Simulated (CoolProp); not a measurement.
Values from CoolProp's reference Helmholtz-energy equation of state, Lemmon 2016.

**Question.** For R365MFC, give the phase and the density (kg/m³), cv (kJ/(kg K)), expansivity (1/kK) at 358 K and 2.97 MPa.

**Answer.** 
- 358 K and 2.97 MPa: liquid; density 1130, cv 1.13, expansivity 2.21
